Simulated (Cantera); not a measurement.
Feed: 1 mol Fe2O3, 27 mol HCl, at 18.0 Pa.

Method: chemical equilibrium by Gibbs-energy minimisation in Cantera with the NASA 1993 tables (ideal gas, pure condensed phases). Candidate condensed phases: Fe, FeCl2, FeCl3, FeO, Fe(OH)2, Fe(OH)3, Fe2O3, Fe3O4, H2O; 22 gas species. Condensed phases not in the tables: FeOCl. The numbers say what is thermodynamically allowed, not how fast it happens.

Question: What share of the Fe ends up in condensed phases as a function of T (K), at 650, 750, 850, 950, 1050, 1150, 1250?

Answer: 
| T (K) | Fe condensed (%) | as |
|---|---|---|
| 650 | 97.9 | Fe2O3(s) |
| 750 | 95.9 | Fe2O3(s) |
| 850 | 92.3 | Fe2O3(s) |
| 950 | 86.0 | Fe2O3(s) |
| 1050 | 72.1 | Fe2O3(s) |
| 1150 | 40.9 | Fe2O3(s) |
| 1250 | 0.0 | - |
